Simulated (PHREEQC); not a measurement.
0.55 g of hydrous ferric oxide (600 m²/g; 0.2 weak and 0.005 strong sites per Fe, Dzombak-Morel constants, diffuse double layer) in 1 kg of water with 0.05 mol/kgw of an inert sodium salt, at 25 °C; the pH is set by adding NaOH or the inert anion's acid. Oxygen is held at 0.21 atm. No CO2 enters from the air. Precipitation was switched off in this run.

All values are PHREEQC results (ion-association model, wateq4f.dat), not measurements.

```
pH     surface charge σ (C/m²)  surface potential ψ (mV)
-----  -----------------------  ------------------------
3                        0.357                       169
3.67                     0.324                       164
4.33                     0.258                       153
5                        0.181                       135
5.67                     0.115                       112
6.33                     0.067                        86
7                        0.034                        56
7.67                     0.012                        22
8.33                    -0.006                       -11
9                       -0.026                       -45
9.67                    -0.055                       -76
10.33                   -0.097                      -104
11                      -0.158                      -128
```

Species that the database lacks are ignored. The oxide is taken as insoluble; below pH 4 it would dissolve.
